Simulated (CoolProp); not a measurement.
Tetrahydrofuran along the isobar 0.415 MPa: Z from the reference equation and from simpler models built on Tc = 267.0 °C, pc = 5.304 MPa, ω = 0.234; each cubic takes its own stable root.

The numbers come from the reference Helmholtz-energy equation of state, Fiedler 2023 in CoolProp.

```csv
T (°C),phase,reference
32.85,liquid,0.01346
37.85,liquid,0.01333
42.85,liquid,0.01321
47.85,liquid,0.01309
52.85,liquid,0.01297
57.85,liquid,0.01286
62.85,liquid,0.01276
67.85,liquid,0.01266
72.85,liquid,0.01256
77.85,liquid,0.01247
82.85,liquid,0.01239
87.85,liquid,0.01231
92.85,liquid,0.01223
97.75,liquid,0.01216
```

How far does each simpler model (van der Waals, Redlich-Kwong, Soave-Redlich-Kwong, Peng-Robinson) lie from the reference over these 14 states: mean and median of the absolute difference, and the worst?


- van der Waals: mean 5741.7 %, median 7188.9 %, worst +7638.5 % at 97.75 °C and 0.415 MPa
- Redlich-Kwong: mean 10.7 %, median 10.6 %, worst +11.7 % at 97.75 °C and 0.415 MPa
- Soave-Redlich-Kwong: mean 7.5 %, median 7.5 %, worst +7.8 % at 97.75 °C and 0.415 MPa
- Peng-Robinson: mean 4.8 %, median 4.8 %, worst -4.9 % at 72.85 °C and 0.415 MPa

At some of these states van der Waals gives the other phase, because its saturation line lies elsewhere.
